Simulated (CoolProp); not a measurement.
Properties of carbon dioxide along the isotherm 666.1 K (Tc = 304.1 K, pc = 7377 kPa, ω = 0.224).

Model: reference Helmholtz-energy equation of state, Span 1996, in CoolProp.

```json
[
 {"p (kPa)": "1380", "phase": "gas", "conductivity (mW/(m K))": "46.6", "fugacity coefficient": "0.9987"},
 {"p (kPa)": "2770", "phase": "gas", "conductivity (mW/(m K))": "47.0", "fugacity coefficient": "0.9975"},
 {"p (kPa)": "4150", "phase": "gas", "conductivity (mW/(m K))": "47.4", "fugacity coefficient": "0.9965"},
 {"p (kPa)": "5530", "phase": "gas", "conductivity (mW/(m K))": "47.8", "fugacity coefficient": "0.9956"},
 {"p (kPa)": "6920", "phase": "gas", "conductivity (mW/(m K))": "48.2", "fugacity coefficient": "0.9947"},
 {"p (kPa)": "8300", "phase": "supercritical", "conductivity (mW/(m K))": "48.6", "fugacity coefficient": "0.9940"},
 {"p (kPa)": "9680", "phase": "supercritical", "conductivity (mW/(m K))": "49.0", "fugacity coefficient": "0.9934"},
 {"p (kPa)": "11100", "phase": "supercritical", "conductivity (mW/(m K))": "49.4", "fugacity coefficient": "0.9929"}
]
```

Thermal conductivity comes from a separate model (Huber 2016).
